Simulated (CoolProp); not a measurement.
Aqueous lithium chloride as a coolant, 11 % by mass, freezing at -14.0 °C, 1 atm.

Model: Melinder's fits for secondary coolants, in CoolProp.

```csv
T (°C),density (kg/m³),viscosity (mPa s),cp (kJ/(kg K)),conductivity (W/(m K))
-3.5,1066,2.80,3.570,0.536
6.7,1064,2.05,3.593,0.551
16.8,(withheld),1.58,3.617,(withheld)
27,1060,(withheld),3.640,(withheld)
37.2,1057,1.02,3.664,0.597
```

Question: Complete the blanks.

Answer: 
- 16.8, density (kg/m³): 1062
- 16.8, conductivity (W/(m K)): 0.567
- 27, viscosity (mPa s): 1.26
- 27, conductivity (W/(m K)): 0.582
